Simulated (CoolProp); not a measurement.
A single-stage vapour-compression cycle with R1336mzz(Z): evaporating at 257.15 K (dew point), condensing at 295.15 K (bubble point), superheat 8 K, subcooling 5 K, compressor efficiency 0.65, no pressure losses. Each further row changes one setting.

Values from CoolProp's reference Helmholtz-energy equation of state, McLinden 2020.

```csv
case,cooling COP,pressure ratio,discharge temperature (K),refrigerating effect (kJ/kg),volumetric capacity (kJ/m³)
as stated,(withheld),6.08,314.1,154,124
evaporating temperature 262.15 K,(withheld),4.62,311.9,157,(withheld)
condensing temperature 290.15 K,4.66,4.96,308.5,160,129
subcooling 10 K,4.11,6.08,314.1,160,129
superheat 18 K,(withheld),6.08,(withheld),161,125
compressor efficiency 0.55,3.35,6.08,(withheld),154,124
```

Q: What belongs in the gaps?

A: 
- as stated, cooling COP: 3.95
- evaporating temperature 262.15 K, cooling COP: 4.74
- evaporating temperature 262.15 K, volumetric capacity (kJ/m³): 164
- superheat 18 K, cooling COP: 4.00
- superheat 18 K, discharge temperature (K): 324.4
- compressor efficiency 0.55, discharge temperature (K): 322.0
